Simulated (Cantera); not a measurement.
A Cantera script and what it prints.

```python
import numpy as np
import cantera as ct

gas_names = [...]  # 113 gases of nasa_gas.yaml made of C, Cu, H, O
cond_names = """
    C(gr) C6H6(L) C7H8(L) C8H18(L),n-octa Cu(cr) Cu(L) CuO(s) CuO2H2(s) Cu2O(s) Cu2O(L) H2O(s) H2O(L)
""".split()


# ... load() reads the species with a 1 bar reference pressure and builds the phases ...
atoms = {
    'Cu2O': {'Cu': 2, 'O': 1},
    'CO': {'C': 1, 'O': 1},
    'H2': {'H': 2},
    'C': {'C': 1},
}
top_T = {'C(gr)': 4500, 'CuO(s)': 1390}  # K; cautious upper limits of use, not melting points


# ... equilibrate(T, P, feed) seeds the gas with the atoms and calls Mixture.equilibrate('TP', solver="vcs", rtol=1e-11, max_steps=5000) ...
results = []
feed = {'Cu2O': 1, 'CO': 0.99, 'H2': 0.42, 'C': 0.99}  # mol
P = 78  # Pa
for T in [1550, 1600, 1650, 1700, 1750, 1800, 1850, 1900, 1950, 2000, 2050]:
    mix = equilibrate(T, P, feed)
    results.append((T, P, feed, dict(zip(mix.species_names, mix.species_moles))))

top = {s: max(r[3][s] / sum(r[3][g] for g in gas_names) for r in results) for s in gas_names}
cols = sorted((s for s in top if top[s] > 1e-05), key=lambda s: -top[s])[:9]
seen = [c for c in cond_names if any(r[3].get(c, 0) > 1e-12 for r in results)]
print("log10 of partial pressures in bar; condensed amounts in mol")
print(f"{'T/K':>10s}" + "".join(f"{s[:9]:>10s}" for s in cols + seen))
for T, P, feed, n in results:
    ng = sum(n[g] for g in gas_names)
    print(f"{T:10.4g}" + "".join(f"{np.log10(max(n[s] / ng * P / 1e5, 1e-99)):10.3f}" for s in cols)
          + "".join(f"{n.get(c, 0):10.4g}" for c in seen))
```

It prints:

```
log10 of partial pressures in bar; condensed amounts in mol
       T/K        CO        Cu        H2         H       CO2       H2O       Cu2        OH     Cu(L)
      1550    -3.203    -4.731    -3.880    -6.442    -5.700    -5.930    -8.003    -9.965     1.941
      1600    -3.216    -4.401    -3.893    -6.211    -5.724    -5.923    -7.546    -9.648     1.871
      1650    -3.241    -4.090    -3.919    -6.001    -5.760    -5.931    -7.118    -9.359      1.72
      1700    -3.292    -3.799    -3.972    -5.818    -5.822    -5.968    -6.716    -9.100     1.384
      1750    -3.404    -3.525    -4.086    -5.676    -5.943    -6.066    -6.339    -8.889    0.5019
      1800    -3.457    -3.452    -4.142    -5.517    -6.005    -6.109    -6.355    -8.664         0
      1850    -3.457    -3.452    -4.148    -5.342    -6.013    -6.100    -6.508    -8.426         0
      1900    -3.458    -3.453    -4.155    -5.178    -6.021    -6.094    -6.654    -8.202         0
      1950    -3.458    -3.453    -4.165    -5.023    -6.027    -6.090    -6.793    -7.991         0
      2000    -3.459    -3.454    -4.178    -4.878    -6.033    -6.090    -6.926    -7.791         0
      2050    -3.461    -3.456    -4.196    -4.742    -6.038    -6.094    -7.054    -7.602         0
```

Equilibrium computed with Cantera from the NASA thermochemical tables; the gas is ideal and each condensed phase is pure.
